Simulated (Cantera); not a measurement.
A Cantera script and what it prints.

```python
import numpy as np
import cantera as ct

gas_names = """
    B BH BH2 BH3 BO BO2 B2 B2O B2O2 B2O3 B3O3H3 H HBO HBO2 HO2 H2 H2O H2O2 H3B3O6 O OH O2 O3
""".split()
cond_names = """
    B(b) B(L) B2O3(L) B3O3H3(cr) H2O(s) H2O(L)
""".split()


def load(file, names, dense=False):
    # The tables refer to 1 bar. Condensed volumes are neglected.
    table = {s.name: s for s in ct.Species.list_from_file(file)}
    out = []
    for n in names:
        d = dict(table[n].input_data)
        d["thermo"] = dict(d["thermo"], **{"reference-pressure": 1e5})
        if dense:
            d["equation-of-state"] = {"model": "constant-volume", "density": "1e6 g/cm^3"}
        out.append(ct.Species.from_dict(d))
    return out


gas = ct.Solution(thermo="ideal-gas", species=load("nasa_gas.yaml", gas_names))
cond = {s.name: ct.Solution(thermo="fixed-stoichiometry", species=[s], name=s.name)
        for s in load("nasa_condensed.yaml", cond_names, dense=True)}
atoms = {
    'B2O3': {'B': 2, 'O': 3},
    'H2': {'H': 2},
}
top_T = {}  # K; cautious upper limits of use, not melting points


def equilibrate(T, P, feed):
    n = {}
    for name, mol in feed.items():
        for a, k in atoms[name].items():
            n[a] = n.get(a, 0.0) + k * mol
    gas.TPX = T, P, n
    mass = sum(n.values()) * gas.mean_molecular_weight
    gas.equilibrate("TP")
    valid = [c for c in cond.values() if c.min_temp <= T <= top_T.get(c.name, c.max_temp)]
    mix = ct.Mixture([(gas, mass / gas.mean_molecular_weight)] + [(c, 0.0) for c in valid])
    mix.T, mix.P = T, P
    mix.equilibrate("TP", solver="vcs", rtol=1e-11, max_steps=5000)
    return mix


results = []
feed = {'B2O3': 1, 'H2': 190}  # mol
P = 10000  # Pa
for T in [1148, 1198, 1248, 1298, 1348, 1398, 1448, 1498, 1548, 1598, 1648, 1698, 1748]:
    mix = equilibrate(T, P, feed)
    results.append((T, P, feed, dict(zip(mix.species_names, mix.species_moles))))
    x = sorted(zip(gas.X, gas.species_names), reverse=True)
    print(f"T = {T:g} K  P = {P:g} Pa  gas = {mix.phase_moles(0):.4g} mol")
    print("   x: " + "  ".join(f"{s} {v:.3e}" for v, s in x if v > 0.0001))
    print("   condensed (mol): " + ("  ".join(f"{mix.phase(i).name} {mix.phase_moles(i):.4g}"
          for i in range(1, mix.n_phases) if mix.phase_moles(i) > 1e-12) or "none"))
```

It prints:

```
T = 1148 K  P = 10000 Pa  gas = 190 mol
   x: H2 1.000e+00
   condensed (mol): B2O3(L) 0.9968
T = 1198 K  P = 10000 Pa  gas = 190 mol
   x: H2 9.999e-01
   condensed (mol): B2O3(L) 0.9937
T = 1248 K  P = 10000 Pa  gas = 190 mol
   x: H2 9.999e-01
   condensed (mol): B2O3(L) 0.9873
T = 1298 K  P = 10000 Pa  gas = 190 mol
   x: H2 9.997e-01  HBO 1.567e-04
   condensed (mol): B2O3(L) 0.9743
T = 1348 K  P = 10000 Pa  gas = 190 mol
   x: H2 9.994e-01  HBO 3.249e-04  HBO2 1.687e-04
   condensed (mol): B2O3(L) 0.9478
T = 1398 K  P = 10000 Pa  gas = 190.1 mol
   x: H2 9.988e-01  HBO 6.340e-04  HBO2 3.653e-04  H2O 1.592e-04
   condensed (mol): B2O3(L) 0.8959
T = 1448 K  P = 10000 Pa  gas = 190.2 mol
   x: H2 9.977e-01  HBO 1.177e-03  HBO2 7.486e-04  H2O 2.480e-04
   condensed (mol): B2O3(L) 0.7968
T = 1498 K  P = 10000 Pa  gas = 190.4 mol
   x: H2 9.958e-01  HBO 2.092e-03  HBO2 1.457e-03  H2O 3.740e-04  B2O3 2.082e-04
   condensed (mol): B2O3(L) 0.6118
T = 1548 K  P = 10000 Pa  gas = 190.7 mol
   x: H2 9.924e-01  HBO 3.576e-03  HBO2 2.705e-03  B2O3 5.608e-04  H2O 5.470e-04
   condensed (mol): B2O3(L) 0.2728
T = 1598 K  P = 10000 Pa  gas = 191 mol
   x: H2 9.897e-01  HBO 4.784e-03  HBO2 3.642e-03  B2O3 8.662e-04  H2O 7.275e-04  H 1.674e-04  B2O2 1.344e-04
   condensed (mol): none
T = 1648 K  P = 10000 Pa  gas = 191 mol
   x: H2 9.893e-01  HBO 5.040e-03  HBO2 3.577e-03  H2O 8.835e-04  B2O3 7.744e-04  H 2.801e-04  B2O2 1.330e-04
   condensed (mol): none
T = 1698 K  P = 10000 Pa  gas = 191 mol
   x: H2 9.888e-01  HBO 5.284e-03  HBO2 3.490e-03  H2O 1.054e-03  B2O3 6.906e-04  H 4.547e-04  B2O2 1.313e-04
   condensed (mol): none
T = 1748 K  P = 10000 Pa  gas = 191.1 mol
   x: H2 9.883e-01  HBO 5.519e-03  HBO2 3.383e-03  H2O 1.236e-03  H 7.183e-04  B2O3 6.147e-04  B2O2 1.294e-04
   condensed (mol): none
```

Method: chemical equilibrium by Gibbs-energy minimisation in Cantera with the NASA 1993 tables (ideal gas, pure condensed phases). Gases not in the tables: H3BO3.
